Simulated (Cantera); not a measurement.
Cantera with NASA thermochemical tables; ideal gases at 1 bar, condensed phases pure. Values are per mole of reaction as written; species without (g) are pure solids or liquids, kept so even where they would boil at 1 bar.

Q: Between 1375 and 2975 K, where is each reaction favourable under standard conditions?
- HBO2(g) + H(g) → B + 2 OH(g)

A: 
- HBO2(g) + H(g) → B + 2 OH(g): ΔG° is 391 kJ at 1375 K and 340 kJ at 2975 K; it stays positive (K < 1). ΔH° is 477 kJ and ΔS° 46 J/K at 2975 K.
